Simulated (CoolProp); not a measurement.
Values from CoolProp's reference Helmholtz-energy equation of state, de Reuck 1990.

Task: For fluorine, give the phase and the Joule-Thomson coefficient (K/MPa) at 122.8 K and 0.118 MPa; 122.8 K and 0.286 MPa.

Result: 
- 122.8 K and 0.118 MPa: gas; Joule-Thomson coefficient 11.4
- 122.8 K and 0.286 MPa: gas; Joule-Thomson coefficient 11.3
